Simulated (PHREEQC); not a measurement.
A solution holds 0.19 mol NaH2PO4, 0.023 mol NaF and 0.07 mol KCl per kg of water, at 15 °C. Closed to the air; pH follows from the charge balance.

Equilibrium calculation in PHREEQC: ion-association model, phreeqc.dat.

Q: The ionic strength comes out as 0.283 mol/kgw. What activity coefficients do NaHPO4-, H+, HF2-, HPO4-2, Cl- get?

A: NaHPO4- 0.73, H+ 0.79, HF2- 0.74, HPO4-2 0.27, Cl- 0.69.

Precipitation was switched off in this run.
